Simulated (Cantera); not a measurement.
A freely propagating, adiabatic, planar premixed flame of 3.10 % CH4, 3.10 % C2H6, 0.152 % C3H8, 16.2 % O2, 77.5 % N2, unburnt at 625 K and 1880 Torr; mixture-averaged transport, grid criteria slope 0.08 and curve 0.16, no radiation.

Cantera simulation using GRI-Mech 3.0 (53 species, 325 reactions); the numbers are that mechanism's predictions, not measurements. Burning velocities carry a grid error of a few per cent, more on coarse grids.

x: mole fraction of selected species; z is measured from the peak of heat release.

```tsv
z (mm)	T (K)	u (m/s)	x CH4	x C2H6	x C3H8	x HCN	x OH	x NO
-0.541	625	0.821	0.0309	0.0309	0.00152	<1e-8	<1e-8	<1e-8
-0.361	629	0.828	0.0308	0.0309	0.00151	<1e-8	<1e-8	<1e-8
-0.270	641	0.846	0.0304	0.0307	0.00151	2.20e-8	<1e-8	3.59e-8
-0.180	706	0.938	0.0289	0.0296	0.00148	1.68e-7	2.72e-8	2.69e-7
-0.0902	[?]	1.43	[?]	[?]	[?]	[?]	[?]	[?]
-0.0451	1424	1.96	0.0138	0.00817	0.000515	3.55e-6	0.000158	8.96e-6
0	1778	2.47	0.00428	0.000436	1.28e-5	6.99e-6	0.00146	1.79e-5
0.0451	1934	2.69	[?]	[?]	<1e-8	6.68e-6	[?]	[?]
0.0902	1985	2.74	1.75e-5	<1e-8	<1e-8	3.09e-6	0.00553	3.87e-5
0.180	2040	2.81	4.91e-8	<1e-8	<1e-8	5.31e-7	0.00569	4.59e-5
0.361	2101	2.88	<1e-8	<1e-8	<1e-8	2.70e-8	0.00500	5.26e-5
0.721	2156	2.94	<1e-8	<1e-8	<1e-8	<1e-8	0.00394	6.01e-5
1.44	2197	2.99	<1e-8	<1e-8	<1e-8	<1e-8	0.00283	6.83e-5
```

Task: Fill in the missing entries.

Result: 
- -0.0902, T (K): 1056
- -0.0902, x CH4: 0.0217
- -0.0902, x C2H6: 0.0204
- -0.0902, x C3H8: 0.00118
- -0.0902, x HCN: 1.48e-6
- -0.0902, x OH: 1.39e-5
- -0.0902, x NO: 3.46e-6
- 0.0451, x CH4: 0.000385
- 0.0451, x C2H6: 1.07e-6
- 0.0451, x OH: 0.00418
- 0.0451, x NO: 3.02e-5
